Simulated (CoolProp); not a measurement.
Values from CoolProp's reference Helmholtz-energy equation of state, Bücker 2006.

Q: Give the vapour pressure (MPa), liquid density (kg/m³), vapour Z of saturated ethane at 161.8 K.

A: 
```csv
T (K),p (MPa),liquid density (kg/m³),vapour Z
161.8,0.0244,571,0.988
```
